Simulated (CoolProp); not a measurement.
Vapour-liquid equilibrium of sulfur hexafluoride (1) + R113 (2) at 291.5 K; x and y are mole fractions of (1).

Model: multi-fluid Helmholtz-energy mixture model, Guder 2009 and Marx 1992; pair parameters Bell 2016, in CoolProp.

```csv
x,bubble pressure (MPa),y at the bubble point,dew pressure at overall composition x (MPa),liquid density (mol/L)
0.05,0.2012,0.823,0.03609,8.523
0.15,0.3419,0.895,0.04038,8.732
0.25,0.4099,0.913,0.04582,8.962
0.35,0.4805,0.928,0.05294,9.212
0.45,0.5802,0.945,0.06270,9.475
0.55,0.7252,0.962,0.07687,9.741
0.65,0.9289,0.976,0.09935,9.992
0.75,1.198,0.987,0.1404,10.19
0.85,1.519,0.994,0.2385,10.27
0.95,1.853,0.998,0.6172,10.05
```

No azeotrope shows between x = 0.05 and 0.95.

The pair parameters rest on a limited set of measurements; away from them the model extrapolates. The gap from Raoult's law changes sign with composition, which may be real or a fault of the pair parameters; it wasn't checked against measurements. With so large a gap from Raoult's law the liquid may split in two, which this calculation doesn't test in full.
